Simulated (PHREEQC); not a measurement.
PHREEQC input (ion-association model, wateq4f.dat):

```
SOLUTION_MASTER_SPECIES
  An  An-  0  An  62.0  # stands for a non-complexing anion
SOLUTION_SPECIES
  An- = An-
    -log_k 0
    -gamma 3.0 0
PHASES
  Fix_H+
    H+ = H+
    -log_k 0
SOLUTION 1
  temp 25
  units mmol/kgw
  pH 7 charge
  Na 5
  An 5
END
SELECTED_OUTPUT 1
  -reset false
  -pH true
  -pe true
  -ionic_strength true
  -water true
  -totals Na
  -molalities Hfo_wOH Hfo_wOH2+ Hfo_wO- Hfo_sOH Hfo_sOH2+ Hfo_sO-
USER_PUNCH 1
  -headings sigma psi
  10 PUNCH EDL("sigma", "Hfo"), EDL("psi", "Hfo")
PRINT
  -reset false
USE solution 1
SURFACE 1
  Hfo_wOH 0.00137079 600 0.61
  Hfo_sOH 3.42697e-05
EQUILIBRIUM_PHASES 1
  Fix_H+ -4 HAn 10
    -force_equality true
  O2(g) -0.68 10
END
# ... the last block is repeated for the other 16 points of pH, with NaOH or the acid as the point needs
```

Selected output (columns that matter, 17 of 17 rows; pH added in front):

```
pH	mu	Na	m_Hfo_wOH	m_Hfo_wOH2+	m_Hfo_wO-	m_Hfo_sOH	m_Hfo_sOH2+	m_Hfo_sO-	sigma	psi
4	0.0054588	0.005	0.00065683	0.00069983	1.4123e-05	1.6421e-05	1.7496e-05	3.5307e-07	0.1853	0.19299
4.38	0.0053186	0.005	0.00078587	0.00055964	2.5281e-05	1.9647e-05	1.3991e-05	6.3201e-07	0.1444	0.18087
4.75	0.0052288	0.005	0.0008822	0.00044887	3.972e-05	2.2055e-05	1.1222e-05	9.93e-07	0.11057	0.16762
5.12	0.005165	0.005	0.00095062	0.00036317	5.7003e-05	2.3765e-05	9.0793e-06	1.4251e-06	0.082737	0.15309
5.5	0.0051171	0.005	0.00099638	0.00029812	7.6289e-05	2.491e-05	7.4529e-06	1.9072e-06	0.059946	0.13689
5.88	0.0050817	0.005	0.0010236	0.00025191	9.5283e-05	2.559e-05	6.2977e-06	2.3821e-06	0.042326	0.11943
6.25	0.0050563	0.005	0.0010382	0.00022064	0.00011192	2.5956e-05	5.516e-06	2.798e-06	0.029381	0.10131
6.62	0.0050378	0.005	0.0010458	0.00019911	0.00012585	2.6146e-05	4.9777e-06	3.1462e-06	0.019797	0.082249
7	0.0050241	0.005	0.0010496	0.00018393	0.00013722	2.6241e-05	4.5983e-06	3.4305e-06	0.012623	0.0619
7.38	0.005014	0.005	0.0010514	0.00017332	0.00014611	2.6284e-05	4.3329e-06	3.6527e-06	0.0073528	0.04099
7.75	0.0050064	0.005	0.0010521	0.00016558	0.00015313	2.6302e-05	4.1396e-06	3.8284e-06	0.0033642	0.020292
8.12	0.0050016	0.0050018	0.0010523	0.0001591	0.00015943	2.6306e-05	3.9774e-06	3.9859e-06	-9.1133e-05	-0.00056436
8.5	0.0050104	0.0050173	0.001052	0.0001526	0.00016615	2.6301e-05	3.815e-06	4.1538e-06	-0.0036614	-0.021978
8.88	0.0050231	0.005038	0.0010512	0.00014526	0.00017429	2.6281e-05	3.6314e-06	4.3572e-06	-0.0078461	-0.043209
9.25	0.0050441	0.005069	0.0010494	0.00013638	0.00018498	2.6235e-05	3.4096e-06	4.6246e-06	-0.013133	-0.063523
9.62	0.0050836	0.0051222	0.0010455	0.00012505	0.00020025	2.6137e-05	3.1262e-06	5.0062e-06	-0.020322	-0.083277
10	0.0051662	0.0052241	0.0010371	0.00011029	0.0002234	2.5927e-05	2.7573e-06	5.5851e-06	-0.030567	-0.10274
```
